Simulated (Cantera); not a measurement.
A Cantera script and its output.

```python
import numpy as np
import cantera as ct

gas = ct.Solution("SiF4_NH3_mec.yaml", "gas")
gas.TPX = 1900, 1700, {'NH3': 1, 'N2': 7.7}
reactor = ct.IdealGasConstPressureReactor(gas, energy="off", clone=False)
net = ct.ReactorNet([reactor])
net.rtol, net.atol = 1e-08, 1e-18
show = ['NH3', 'H', 'NH', 'N2', 'N', 'H2']
times = np.geomspace(2e-06, 5, 13)

steps = ct.SolutionArray(gas, extra=["t"])
rows = []
print(f"{'t/s':>10s}{'T/K':>9s}{'P/Pa':>11s}" + "".join(f"{s:>11s}" for s in show))
for t in times:
    while net.time < t:
        t_next = net.step()
        steps.append(gas.state, t=t_next)
    rows.append([np.interp(t, steps.t, y) for y in (steps.T, steps.P, *steps(*show).X.T)])
    print(f"{t:10.3e}{rows[-1][0]:9.1f}{rows[-1][1]:11.4g}" + "".join(f"{x:11.3e}" for x in rows[-1][2:]))
rate = np.gradient(steps.T, steps.t)
print("integrator steps:", len(steps.t))
if steps.T.max() > steps.T[0] + 200:
    print(f"time of steepest temperature rise: {steps.t[rate.argmax()]:.4e} s")
gas.TPX = 1900, 1700, {'NH3': 1, 'N2': 7.7}
gas.equilibrate("TP")
print(f"equilibrium (TP): T = {gas.T:.1f} K  " + "  ".join(f"{s} {gas[s].X[0]:.3e}" for s in show))
```

It prints:

```
       t/s      T/K       P/Pa        NH3          H         NH         N2          N         H2
 2.000e-06   1900.0       1700  1.149e-01  1.266e-08  4.456e-16  8.851e-01  4.186e-23  4.694e-10
 6.826e-06   1900.0       1700  1.149e-01  3.965e-08  1.463e-14  8.851e-01  9.387e-21  5.169e-09
 2.330e-05   1900.0       1700  1.149e-01  1.030e-07  5.082e-13  8.851e-01  2.881e-18  4.995e-08
 7.953e-05   1900.0       1700  1.149e-01  1.701e-07  1.428e-11  8.851e-01  5.369e-16  3.521e-07
 2.714e-04   1900.0       1700  1.149e-01  1.800e-07  2.549e-10  8.851e-01  4.063e-14  1.603e-06
 9.265e-04   1900.0       1700  1.149e-01  1.805e-07  4.084e-09  8.851e-01  2.202e-12  5.911e-06
 3.162e-03   1900.0       1700  1.149e-01  1.884e-07  6.997e-08  8.850e-01  1.116e-10  2.090e-05
 1.079e-02   1900.0       1700  1.148e-01  3.174e-07  7.157e-07  8.850e-01  1.957e-09  8.698e-05
 3.684e-02   1900.0       1700  1.140e-01  2.345e-06  3.425e-06  8.847e-01  2.613e-08  8.990e-04
 1.257e-01   1900.0       1700  1.085e-01  1.358e-05  7.067e-06  8.828e-01  2.566e-07  8.217e-03
 4.292e-01   1900.0       1700  9.242e-02  3.701e-05  8.323e-06  8.772e-01  7.168e-07  2.999e-02
 1.465e+00   1900.0       1700  5.864e-02  8.882e-05  7.246e-06  8.656e-01  9.780e-07  7.551e-02
 5.000e+00   1900.0       1700  1.793e-02  1.952e-04  4.209e-06  8.515e-01  8.646e-07  1.303e-01
integrator steps: 979
equilibrium (TP): T = 1900.0 K  NH3 2.234e-08  H 2.398e-03  NH 6.084e-10  N2 8.443e-01  N 1.386e-09  H2 1.533e-01
```

Computed with Cantera and the gas-phase N/H chemistry of the illustrative SiF4/NH3 mechanism in the Surface Chemkin manual (1991). Walls and surfaces, which speed up NH3 decomposition in real reactors, are not modelled.
